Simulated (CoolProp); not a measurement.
Properties of n-hexane along the isotherm 600 K.

Values from CoolProp's reference Helmholtz-energy equation of state, Thol 2019.

| p (bar) | phase | density (kg/m³) | isothermal compressibility (1/MPa) | expansivity (1/kK) | viscosity (µPa s) | conductivity (mW/(m K)) |
|---|---|---|---|---|---|---|
| 1.09 | gas | 1.896 | 9.239 | 1.710 | 12.4 | 48.8 |
| 2.17 | gas | 3.801 | 4.674 | 1.754 | 12.5 | 48.8 |
| 3.26 | gas | 5.752 | 3.134 | 1.800 | 12.5 | 48.8 |
| 4.35 | gas | 7.731 | (withheld) | 1.847 | 12.6 | 48.7 |
| 5.44 | gas | 9.739 | 1.906 | 1.896 | 12.6 | 48.7 |
| 6.52 | gas | 11.76 | 1.602 | 1.947 | 12.7 | 48.7 |
| 7.61 | gas | (withheld) | 1.384 | (withheld) | 12.8 | 48.8 |
| 8.7 | gas | 15.93 | 1.220 | 2.054 | 13.0 | 48.8 |
| 9.78 | gas | 18.05 | 1.094 | 2.110 | (withheld) | 48.8 |
| 10.9 | gas | 20.27 | 0.9896 | 2.170 | (withheld) | 48.9 |
| 12 | gas | 22.50 | (withheld) | 2.231 | 13.4 | 48.9 |
| 13 | gas | 24.55 | 0.8433 | 2.289 | 13.5 | 49.0 |
| 14.1 | gas | 26.85 | 0.7842 | 2.354 | (withheld) | 49.0 |
| 15.2 | gas | 29.19 | 0.7339 | 2.423 | 13.9 | 49.1 |

Some entries are withheld; supply them.


- 4.35, isothermal compressibility (1/MPa): 2.366
- 7.61, density (kg/m³): 13.83
- 7.61, expansivity (1/kK): 1.999
- 9.78, viscosity (µPa s): 13.1
- 10.9, viscosity (µPa s): 13.2
- 12, isothermal compressibility (1/MPa): 0.9065
- 14.1, viscosity (µPa s): 13.7

Viscosity comes from a separate model (Michailidou 2013). Thermal conductivity comes from a separate model (Assael 2013).
